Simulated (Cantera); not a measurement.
Feed: 1 mol B, 6.6 mol H2O, 7.1 mol N2, at 1048.15 K and 1330 Pa.

Method: chemical equilibrium by Gibbs-energy minimisation in Cantera with the NASA 1993 tables (ideal gas, pure condensed phases). Candidate condensed phases: B, BN, B2O3, B3O3H3, H2O; 39 gas species. Gases not in the tables: H3BO3. Rates play no part.

Base state: N2 0.518, H2O 0.371, H2 0.110, (HBO2)3 0.000576, HBO2 0.000361 (mole fractions); condensed: B2O3(l).

What changes in the equilibrium state with this change: temperature from 1048.15 K to 2198.15 K?


```tsv
species	before	after
N2	0.518	0.493
H2O	0.371	0.312
H2	0.110	0.103
HBO2	0.000361	0.0636
H	2.22e-8	0.0155
OH	<1e-9	0.00653
BO2	<1e-9	0.00160
B2O3(l), mol	0.486	0
```

What changes in the equilibrium state with this change: H2O from 6.6 to 17 mol?


```json
[
 {"species": "H2O", "before": "0.371", "after": "0.641"},
 {"species": "N2", "before": "0.518", "after": "0.295"},
 {"species": "H2", "before": "0.110", "after": "0.0623"},
 {"species": "(HBO2)3", "before": "0.000576", "after": "0.00131"},
 {"species": "HBO2", "before": "0.000361", "after": "0.000475"},
 {"species": "B2O3(l), mol", "before": "0.486", "after": "0.447"}
]
```
